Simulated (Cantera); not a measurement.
An adiabatic, constant-pressure homogeneous reactor starts with C3H8 : O2 : N2 : CO2 = 1 : 4.55 : 17.1 : 1.1 (molar parts), at 1350 K and 1700000 Pa. Integrator tolerance rtol = 1e-08.

Model: GRI-Mech 3.0 (53 species, 325 reactions), integrated in Cantera. GRI-Mech 3.0 was tuned for natural gas; its chemistry of propane as a main component is partial and can be far from experiment. The pressure lies above the range GRI-Mech 3.0 was tuned for (to about 10 atm).

What does this change do: initial temperature 1350 to 1150 K?


| quantity | before | after |
|---|---|---|
| time of steepest temperature rise | 0.107 ms | 2.83 ms |
| temperature at 0.300 s | 2823 K | 2721 K |
| equilibrium temperature | 2823 K | 2721 K |
| x(C3H8) at 0.300 s | <1e-12 (gas-phase equilibrium <1e-12) | <1e-12 (gas-phase equilibrium <1e-12) |
| x(O2) at 0.300 s | 0.00735 (gas-phase equilibrium 0.00735) | 0.00475 (gas-phase equilibrium 0.00475) |
| x(CO2) at 0.300 s | 0.108 (gas-phase equilibrium 0.108) | 0.116 (gas-phase equilibrium 0.116) |
| x(HCN) at 0.300 s | 9.73e-9 (gas-phase equilibrium 9.73e-9) | 6.47e-9 (gas-phase equilibrium 6.47e-9) |
| x(C2H4) at 0.300 s | <1e-12 (gas-phase equilibrium <1e-12) | <1e-12 (gas-phase equilibrium <1e-12) |
| x(C2H) at 0.300 s | <1e-12 (gas-phase equilibrium <1e-12) | <1e-12 (gas-phase equilibrium <1e-12) |
| x(NO2) at 0.300 s | 3.33e-6 (gas-phase equilibrium 3.33e-6) | 2.03e-6 (gas-phase equilibrium 2.03e-6) |

What does this change do: initial temperature 1350 to 1175 K?


| quantity | before | after |
|---|---|---|
| time of steepest temperature rise | 0.107 ms | 1.83 ms |
| temperature at 0.300 s | 2823 K | 2734 K |
| equilibrium temperature | 2823 K | 2734 K |
| x(C3H8) at 0.300 s | <1e-12 (gas-phase equilibrium <1e-12) | <1e-12 (gas-phase equilibrium <1e-12) |
| x(O2) at 0.300 s | 0.00735 (gas-phase equilibrium 0.00735) | 0.00506 (gas-phase equilibrium 0.00506) |
| x(CO2) at 0.300 s | 0.108 (gas-phase equilibrium 0.108) | 0.116 (gas-phase equilibrium 0.116) |
| x(HCN) at 0.300 s | 9.73e-9 (gas-phase equilibrium 9.73e-9) | 6.81e-9 (gas-phase equilibrium 6.81e-9) |
| x(C2H4) at 0.300 s | <1e-12 (gas-phase equilibrium <1e-12) | <1e-12 (gas-phase equilibrium <1e-12) |
| x(C2H) at 0.300 s | <1e-12 (gas-phase equilibrium <1e-12) | <1e-12 (gas-phase equilibrium <1e-12) |
| x(NO2) at 0.300 s | 3.33e-6 (gas-phase equilibrium 3.33e-6) | 2.18e-6 (gas-phase equilibrium 2.18e-6) |

What does this change do: pressure from 1700000 Pa to 1000000 Pa?


```tsv
quantity	before	after
time of steepest temperature rise	0.107 ms	0.147 ms
temperature at 0.300 s	2823 K	2794 K
equilibrium temperature	2823 K	2794 K
x(C3H8) at 0.300 s	<1e-12 (gas-phase equilibrium <1e-12)	<1e-12 (gas-phase equilibrium <1e-12)
x(O2) at 0.300 s	0.00735 (gas-phase equilibrium 0.00735)	0.00852 (gas-phase equilibrium 0.00852)
x(CO2) at 0.300 s	0.108 (gas-phase equilibrium 0.108)	0.106 (gas-phase equilibrium 0.106)
x(HCN) at 0.300 s	9.73e-9 (gas-phase equilibrium 9.73e-9)	6.69e-9 (gas-phase equilibrium 6.69e-9)
x(C2H4) at 0.300 s	<1e-12 (gas-phase equilibrium <1e-12)	<1e-12 (gas-phase equilibrium <1e-12)
x(C2H) at 0.300 s	<1e-12 (gas-phase equilibrium <1e-12)	<1e-12 (gas-phase equilibrium <1e-12)
x(NO2) at 0.300 s	3.33e-6 (gas-phase equilibrium 3.33e-6)	2.91e-6 (gas-phase equilibrium 2.91e-6)
```
